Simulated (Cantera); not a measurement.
Feed: 1 mol C, 0.044 mol NH₃, 4.8 mol H₂, at 1300 K and 11.3 Torr.

Equilibrium computed with Cantera from the NASA thermochemical tables; the gas is ideal and each condensed phase is pure. Candidate condensed phases: C, C₆H₆, C₇H₈, C₈H₁₈; 92 gas species. Kinetics and transport are ignored.

Problem. What is the equilibrium state?

Solution. 
```json
{
  "x(H₂)": "0.995",
  "x(N₂)": "0.00449",
  "x(CH₄)": "0.000117",
  "x(HCN)": "1.38e-5",
  "x(H)": "9.01e-6",
  "n(C(graphite))": "0.999 mol",
  "gas_amount": "4.887 mol"
}
```
